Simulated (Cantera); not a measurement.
Feed: 1 mol (CH3)2SiCl2, 0.035 mol HCl, 3.2 mol H2, held at 2473.15 K and 1.33 mbar.

Method: chemical equilibrium by Gibbs-energy minimisation in Cantera with the NASA 1993 tables (ideal gas, pure condensed phases). Candidate condensed phases: C, C6H6, C7H8, C8H18, Si, SiC; 109 gas species. The feed counts by its element totals alone. The tables' values for SiCl are old estimates; treat these amounts as uncertain. Kinetics and transport are ignored.

What is the equilibrium state?


| Property | Value |
|---|---|
| x(H) | 0.362 |
| x(H2) | 0.351 |
| x(HCl) | 0.109 |
| x(Cl) | 0.0796 |
| x(Si) | 0.0717 |
| x(SiC2) | 0.0172 |
| x(C2H2 (acetylene)) | 0.00339 |
| x(SiCl) | 0.00225 |
| x(SiCl2) | 0.00126 |
| n(C(graphite)) | 1.54 mol |
| gas amount | 10.53 mol |
| log10 activity of Si(l) (absent) | -1.61 |
